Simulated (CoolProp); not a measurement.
A single-stage vapour-compression cycle with sulfur dioxide: evaporating at 240.15 K (dew point), condensing at 292.15 K (bubble point), superheat 2 K, subcooling 8 K, compressor efficiency 0.65, no pressure losses. Each further row changes one setting.

Model: reference Helmholtz-energy equation of state, Gao 2016, in CoolProp.

```tsv
case	cooling COP	pressure ratio	discharge temperature (K)	refrigerating effect (kJ/kg)	volumetric capacity (kJ/m³)
as stated	(withheld)	9.89	459.0	350	364
evaporating temperature 245.15 K	(withheld)	7.55	437.4	(withheld)	472
condensing temperature 287.15 K	(withheld)	(withheld)	439.7	357	371
subcooling 13 K	2.55	9.89	459.0	357	371
superheat 12 K	2.44	9.89	475.4	357	(withheld)
compressor efficiency 0.55	(withheld)	9.89	(withheld)	350	364
```

Question: Complete the blanks.

Answer: 
- as stated, cooling COP: 2.50
- evaporating temperature 245.15 K, cooling COP: 2.89
- evaporating temperature 245.15 K, refrigerating effect (kJ/kg): 353
- condensing temperature 287.15 K, cooling COP: 2.81
- condensing temperature 287.15 K, pressure ratio: 8.27
- superheat 12 K, volumetric capacity (kJ/m³): 355
- compressor efficiency 0.55, cooling COP: 2.11
- compressor efficiency 0.55, discharge temperature (K): 494.2
